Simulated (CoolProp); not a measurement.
A closed Brayton cycle with nitrogen: compressor inlet 331.15 K and 5 MPa, high pressure 10 MPa, turbine inlet 855 K, compressor efficiency 0.85, turbine efficiency 0.9, recuperator effectiveness 0 (on enthalpy, no pinch check). Each further row changes one setting.

Model: reference Helmholtz-energy equation of state, Span 2000, in CoolProp.

```tsv
case	thermal efficiency (%)	net work (kJ/kg)	compressor to turbine work	compressor exit (K)	turbine exit (K)
as stated	11.9	58.2	0.61	417.4	725.6
turbine inlet 805 K	11.5	49.5	0.65	417.4	681.9
compressor inlet 341.15 K	11.7	55.3	0.63	429.9	725.6
high pressure 8.5 MPa	9.5	48.6	0.58	395.6	754.2
recuperator effectiveness 0.5	18.2	58.2	0.61	417.4	725.6
```
